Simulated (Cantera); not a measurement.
What does this Cantera script print?

```python
import numpy as np
import cantera as ct

gas = ct.Solution("gri30.yaml")
gas.TPX = 950, 610000, {'CH4': 1, 'CO': 0.086, 'O2': 1.86, 'N2': 6.98}
reactor = ct.IdealGasReactor(gas, energy="on", clone=False)
net = ct.ReactorNet([reactor])
net.rtol, net.atol = 1e-08, 1e-16
show = ['CH4', 'CO', 'O2', 'HO2', 'CH2O', 'HCO']
times = np.geomspace(2e-06, 3, 15)

steps = ct.SolutionArray(gas, extra=["t"])
rows = []
print(f"{'t/s':>10s}{'T/K':>9s}{'P/Pa':>11s}" + "".join(f"{s:>11s}" for s in show))
for t in times:
    while net.time < t:
        t_next = net.step()
        steps.append(gas.state, t=t_next)
    rows.append([np.interp(t, steps.t, y) for y in (steps.T, steps.P, *steps(*show).X.T)])
    print(f"{t:10.3e}{rows[-1][0]:9.1f}{rows[-1][1]:11.4g}" + "".join(f"{x:11.3e}" for x in rows[-1][2:]))
rate = np.gradient(steps.T, steps.t)
print("integrator steps:", len(steps.t))
if steps.T.max() > steps.T[0] + 200:
    print(f"time of steepest temperature rise: {steps.t[rate.argmax()]:.4e} s")
gas.TPX = 950, 610000, {'CH4': 1, 'CO': 0.086, 'O2': 1.86, 'N2': 6.98}
gas.equilibrate("UV")
print(f"equilibrium (UV): T = {gas.T:.1f} K  " + "  ".join(f"{s} {gas[s].X[0]:.3e}" for s in show))
```

Output:

```
       t/s      T/K       P/Pa        CH4         CO         O2        HO2       CH2O        HCO
 2.000e-06    950.0    6.1e+05  1.007e-01  8.664e-03  1.874e-01  2.604e-11  2.540e-14  2.630e-19
 5.523e-06    950.0    6.1e+05  1.007e-01  8.664e-03  1.874e-01  7.189e-11  2.107e-13  3.412e-19
 1.525e-05    950.0    6.1e+05  1.007e-01  8.664e-03  1.874e-01  1.981e-10  1.672e-12  5.524e-19
 4.212e-05    950.0    6.1e+05  1.007e-01  8.664e-03  1.874e-01  5.433e-10  1.310e-11  1.176e-18
 1.163e-04    950.0    6.1e+05  1.007e-01  8.664e-03  1.874e-01  1.473e-09  1.015e-10  3.215e-18
 3.212e-04    950.0    6.1e+05  1.007e-01  8.664e-03  1.874e-01  3.870e-09  7.961e-10  1.142e-17
 8.870e-04    950.0    6.1e+05  1.007e-01  8.664e-03  1.874e-01  9.391e-09  6.606e-09  5.809e-17
 2.449e-03    950.0    6.1e+05  1.007e-01  8.664e-03  1.874e-01  1.929e-08  5.843e-08  4.501e-16
 6.764e-03    950.0    6.1e+05  1.007e-01  8.664e-03  1.874e-01  3.152e-08  4.680e-07  4.086e-15
 1.868e-02    950.0    6.1e+05  1.007e-01  8.664e-03  1.874e-01  4.220e-08  2.294e-06  2.150e-14
 5.159e-02    950.1  6.101e+05  1.007e-01  8.663e-03  1.874e-01  6.589e-08  8.341e-06  8.403e-14
 1.425e-01    950.5  6.103e+05  1.007e-01  8.662e-03  1.873e-01  1.594e-07  3.187e-05  3.945e-13
 3.934e-01    955.6  6.136e+05  1.002e-01  8.706e-03  1.869e-01  1.307e-06  2.768e-04  9.728e-12
 1.086e+00   2900.1  1.922e+06  2.942e-13  4.293e-02  5.877e-03  6.587e-06  5.420e-09  2.365e-07
 3.000e+00   2900.1  1.922e+06  2.942e-13  4.293e-02  5.877e-03  6.587e-06  5.420e-09  2.365e-07
integrator steps: 2929
time of steepest temperature rise: 4.9542e-01 s
equilibrium (UV): T = 2900.1 K  CH4 3.564e-13  CO 4.293e-02  O2 5.877e-03  HO2 6.587e-06  CH2O 5.420e-09  HCO 2.365e-07
```

Model: GRI-Mech 3.0 (53 species, 325 reactions), integrated in Cantera. Below about 1000 K GRI-Mech 3.0 lacks low-temperature oxidation paths.
